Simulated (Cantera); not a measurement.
Charge: 1 mol Fe(CO)5, 0.18 mol H2, 0.18 mol N2, 0.11 mol H2S, held at 1.10 mbar.

These are equilibrium values from Cantera (NASA tables, ideal gas, pure condensed phases), not measurements of a reactor. Candidate condensed phases: C, C6H6, C7H8, C8H18, Fe, Fe(CO)5, FeO, Fe(OH)2, Fe(OH)3, FeS, FeSO4, FeS2, Fe2O3, Fe2(SO4)3, Fe3O4, H2O, H2SO4, S; 154 gas species. Metal and sulfide melt together well below either melting point, which pure phases cannot show. Mutual solubility and eutectic melting of coexisting phases are not modelled. FeS: taken at fixed stoichiometry. Condensed phases not in the tables: cementite and carbon dissolved in iron. Gases not in the tables: S3 to S7. Rates play no part.

x: gas mole fraction; n: condensed amount in mol.

```json
[
 {"T (°C)": "650", "x CO": "0.911", "x H2": "0.0531", "x N2": "0.0330", "x S2": "2.65e-9", "x CO2": "?", "n C(graphite)": "0.0161", "n Fe(α)": "0.890", "n FeS(s)": "0.110", "n Fe(γ)": "0"},
 {"T (°C)": "750", "x CO": "0.914", "x H2": "0.0529", "x N2": "0.0329", "x S2": "1.39e-7", "x CO2": "?", "n C(graphite)": "0.00187", "n Fe(α)": "0.891", "n FeS(s)": "0.109", "n Fe(γ)": "0"},
 {"T (°C)": "850", "x CO": "0.914", "x H2": "0.0529", "x N2": "0.0329", "x S2": "3.73e-6", "x CO2": "?", "n C(graphite)": "0", "n Fe(α)": "0.892", "n FeS(s)": "0.108", "n Fe(γ)": "0"},
 {"T (°C)": "950", "x CO": "0.914", "x H2": "0.0527", "x N2": "0.0329", "x S2": "5.93e-5", "x CO2": "?", "n C(graphite)": "0", "n Fe(α)": "0", "n FeS(s)": "0.106", "n Fe(γ)": "0.894"},
 {"T (°C)": "1050", "x CO": "0.913", "x H2": "0.0525", "x N2": "0.0329", "x S2": "0.000616", "x CO2": "?", "n C(graphite)": "0", "n Fe(α)": "0", "n FeS(s)": "0.0982", "n Fe(γ)": "0.902"},
 {"T (°C)": "1150", "x CO": "0.909", "x H2": "0.0520", "x N2": "0.0328", "x S2": "0.00452", "x CO2": "?", "n C(graphite)": "0", "n Fe(α)": "0", "n FeS(s)": "0.0517", "n Fe(γ)": "0.948"},
 {"T (°C)": "1250", "x CO": "0.905", "x H2": "0.0517", "x N2": "0.0326", "x S2": "0.00910", "x CO2": "?", "n C(graphite)": "0", "n Fe(α)": "0", "n FeS(s)": "0", "n Fe(γ)": "0.999"}
]
```

Task: Some entries are withheld; supply them.

Result: 
- 650, x CO2: 0.00288
- 750, x CO2: 0.000328
- 850, x CO2: 5.55e-5
- 950, x CO2: 6.66e-5
- 1050, x CO2: 0.000110
- 1150, x CO2: 0.000168
- 1250, x CO2: 0.000149
